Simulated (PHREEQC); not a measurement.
0.58 g of hydrous ferric oxide (600 m²/g; 0.2 weak and 0.005 strong sites per Fe, Dzombak-Morel constants, diffuse double layer) in 1 kg of water with 0.01 mol/kgw of an inert sodium salt and 8.4e-05 mol/kgw SrCl2, at 25 °C; the pH is set by adding NaOH or the inert anion's acid. Oxygen alone is held at its pressure in air (log pO2 = -0.68). CO2 from the air is kept out. Nothing may precipitate in this run.

Base run: PHREEQC, ion-association model, wateq4f.dat. Each further column changes one thing. The table gives surface charge σ (C/m²).

```tsv
pH	base	background salt from 0.01 to 0.001 mol/kgw	oxide from 0.58 to 2.9 g/kgw	0.002 mol/kgw CaCl2 added
3	0.327	?	0.332	0.338
3.67	0.258	0.168	0.266	0.279
4.33	0.181	0.101	0.187	?
5.67	0.067	0.030	0.068	0.079
6.33	0.037	0.015	0.037	0.044
7	0.018	0.007	0.018	?
7.67	0.006	?	0.006	?
8.33	-0.002	-0.001	-0.002	0.003
9.67	-0.024	-0.009	-0.028	0.001
10.33	-0.047	-0.021	-0.054	0.000
11	-0.087	?	-0.099	0.000
```

Problem. Some entries are withheld; supply them.

Solution. 
- 3, background salt from 0.01 to 0.001 mol/kgw: 0.267
- 4.33, 0.002 mol/kgw CaCl2 added: 0.203
- 7, 0.002 mol/kgw CaCl2 added: 0.022
- 7.67, background salt from 0.01 to 0.001 mol/kgw: 0.002
- 7.67, 0.002 mol/kgw CaCl2 added: 0.009
- 11, background salt from 0.01 to 0.001 mol/kgw: -0.048

The oxide is taken as insoluble; below pH 4 it would dissolve.
